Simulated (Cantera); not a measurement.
A perfectly stirred reactor is fed with 3.10 % C₃H₈, 17.6 % O₂, 66.3 % N₂, 13.0 % H₂O, at 500000 Pa; it is adiabatic with a 675 K inlet, and is followed from long to short residence time, starting on the burning branch (τ in s: 0.12, 0.063, 0.034, 0.018, 0.0096, 0.0051, 0.0027, 0.0015, 0.00078, 0.00042, 0.00022, 0.00012, 6.3e-05).

Cantera simulation using GRI-Mech 3.0 (53 species, 325 reactions); the numbers are that mechanism's predictions, not measurements. GRI-Mech 3.0 was tuned for natural gas; its chemistry of propane as a main component is partial and can be far from experiment.

x: mole fraction; the columns are a selection and need not sum to one.

| τ (s) | T (K) | x C₃H₈ | x O₂ | x H₂O | x CO₂ | x CO | x CH₄ | x C₂H₄ |
|---|---|---|---|---|---|---|---|---|
| 0.12 | 2201 | 4.45e-8 | 0.0201 | 0.243 | 0.0882 | 0.00178 | 1.18e-7 | 2.37e-7 |
| 0.063 | 2201 | 8.38e-8 | 0.0204 | 0.243 | 0.0881 | 0.00185 | 2.17e-7 | 4.43e-7 |
| 0.034 | 2200 | 1.53e-7 | 0.0206 | 0.243 | 0.0880 | 0.00196 | 3.81e-7 | 7.99e-7 |
| 0.018 | 2199 | 2.84e-7 | 0.0209 | 0.243 | 0.0877 | 0.00216 | 6.63e-7 | 1.45e-6 |
| 0.0096 | 2195 | 5.19e-7 | 0.0212 | 0.243 | 0.0874 | 0.00250 | 1.09e-6 | 2.55e-6 |
| 0.0051 | 2188 | 9.36e-7 | 0.0216 | 0.242 | 0.0867 | 0.00305 | 1.72e-6 | 4.38e-6 |
| 0.0027 | 2178 | 1.67e-6 | 0.0221 | 0.241 | 0.0858 | 0.00390 | 2.55e-6 | 7.31e-6 |
| 0.0015 | 2164 | 2.79e-6 | 0.0228 | 0.240 | 0.0846 | 0.00501 | 3.55e-6 | 1.14e-5 |
| 0.00078 | 2143 | … | 0.0239 | 0.239 | 0.0827 | … | … | … |
| 0.00042 | 2118 | 8.13e-6 | 0.0253 | 0.237 | 0.0803 | 0.00877 | 7.35e-6 | 2.82e-5 |
| 0.00022 | 2084 | … | 0.0273 | 0.235 | 0.0772 | … | … | … |
| 0.00012 | 2043 | 2.33e-5 | 0.0297 | 0.232 | 0.0733 | 0.0150 | 1.91e-5 | 6.91e-5 |
| 6.3e-5 | 1989 | 4.23e-5 | 0.0333 | 0.229 | 0.0677 | 0.0199 | 3.78e-5 | 0.000118 |

Question: Fill in the missing entries.

Answer: 
- 0.00078, x C₃H₈: 4.86e-6
- 0.00078, x CO: 0.00669
- 0.00078, x CH₄: 5.10e-6
- 0.00078, x C₂H₄: 1.83e-5
- 0.00022, x C₃H₈: 1.39e-5
- 0.00022, x CO: 0.0116
- 0.00022, x CH₄: 1.15e-5
- 0.00022, x C₂H₄: 4.43e-5
